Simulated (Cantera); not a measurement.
An isothermal, constant-pressure homogeneous reactor starts with CH₄ : CO₂ = 1 : 0.55 (molar parts), at 1600 K and 1300000 Pa. Integrator tolerance rtol = 1e-08.

Detailed kinetics in Cantera: GRI-Mech 3.0 (53 species, 325 reactions). GRI-Mech 3.0 stops at C3 and has no aromatics, soot or wall deposition, so with more carbon than oxygen in the feed, carbon stays in small species such as C2H2 where larger ones or solid carbon would form. The pressure lies above the range GRI-Mech 3.0 was tuned for (to about 10 atm).

Question: What does this change do: temperature 1600 to 1425 K?

Answer: 
```tsv
quantity	before	after
x(CH₄) at 100 s	0.128 (gas-phase equilibrium 0.128)	0.257 (gas-phase equilibrium 0.165)
x(CO₂) at 100 s	1.97e-5 (gas-phase equilibrium 2.02e-5)	0.0330 (gas-phase equilibrium 0.000151)
x(H₂) at 100 s	0.451 (gas-phase equilibrium 0.451)	0.278 (gas-phase equilibrium 0.419)
x(CH₂CO) at 100 s	4.52e-6 (gas-phase equilibrium 4.55e-6)	3.53e-6 (gas-phase equilibrium 1.62e-6)
x(H₂O) at 100 s	6.61e-5 (gas-phase equilibrium 6.80e-5)	0.0580 (gas-phase equilibrium 0.000347)
x(O₂) at 100 s	<1e-12 (gas-phase equilibrium <1e-12)	<1e-12 (gas-phase equilibrium <1e-12)
x(H) at 100 s	1.02e-5 (gas-phase equilibrium 1.02e-5)	1.00e-6 (gas-phase equilibrium 1.23e-6)
```
